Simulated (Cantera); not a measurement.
# Reactions in the system F-N-S-Si

Source: NASA polynomial tables (part measured, part estimated), evaluated in Cantera. Values are per mole of reaction as written; species without (g) are pure solids or liquids, kept so even where they would boil at 1 bar.

4 NF3(g) + 3 Si + S2(g) = Si3N4 + 2 SF6(g)

| T (K) | ΔH° (kJ) | ΔS° (J/K) | ΔG° (kJ) | log10 K | condensed phases |
|---|---|---|---|---|---|
| 525 | -2788.7 | -635.6 | -2455.0 | 244.26 | Si(s), Si3N4(s) |
| 675 | -2788.2 | -634.7 | -2359.7 | 182.60 | Si(s), Si3N4(s) |
| 825 | -2786.6 | -632.7 | -2264.7 | 143.38 | Si(s), Si3N4(s) |
| 975 | -2784.2 | -630.0 | -2170.0 | 116.25 | Si(s), Si3N4(s) |
| 1125 | -2781.2 | -627.1 | -2075.7 | 96.37 | Si(s), Si3N4(s) |
| 1275 | -2777.6 | -624.1 | -1981.8 | 81.19 | Si(s), Si3N4(s) |
| 1425 | -2773.8 | -621.3 | -1888.4 | 69.22 | Si(s), Si3N4(s) |
| 1575 | -2769.8 | -618.6 | -1795.4 | 59.54 | Si(s), Si3N4(s) |
| 1725 | -2916.3 | -705.3 | -1699.7 | 51.47 | Si(l), Si3N4(s) |
| 1875 | -2911.6 | -702.7 | -1594.1 | 44.41 | Si(l), Si3N4(s) |
